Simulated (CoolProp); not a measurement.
A Linde-Hampson liquefier for dry air: isothermal reversible compression at 200 K from 1 atm to 25 MPa, throttling to 1 atm, return gas leaving the recuperator 0 K below the feed. Each further row changes one setting.

Values from CoolProp's reference Helmholtz-energy equation of state, Lemmon 2000. It is a pseudo-pure fit of the blend.

```
case                        liquid yield per pass  compression work (kJ/kg of gas)
--------------------------  ---------------------  -------------------------------
as stated                                   0.270                              295
high pressure 50 MPa                        0.272                              340
warm-end temperature 230 K                  0.192                              351
warm-end gap 5 K                            0.259                              295
```
